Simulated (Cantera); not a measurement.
An isothermal, constant-pressure homogeneous reactor starts with 55.9 % NO, 44.1 % N₂, at 1400 K and 100000 Pa.

Computed with Cantera and GRI-Mech 3.0 (53 species, 325 reactions).

Question: Predict: x(NO) at 200 s; x(N₂) at 200 s; x(O₂) at 200 s; x(N₂O) at 200 s; x(O) at 200 s; x(NO₂) at 200 s.

Answer: 
```json
{
 "x(NO) at 200 s": "0.368 (gas-phase equilibrium 0.000802)",
 "x(N₂) at 200 s": "0.537 (gas-phase equilibrium 0.720)",
 "x(O₂) at 200 s": "0.0940 (gas-phase equilibrium 0.279)",
 "x(N₂O) at 200 s": "4.13e-5 (gas-phase equilibrium 4.87e-8)",
 "x(O) at 200 s": "2.96e-7 (gas-phase equilibrium 5.03e-7)",
 "x(NO₂) at 200 s": "0.00183 (gas-phase equilibrium 6.85e-6)"
}
```
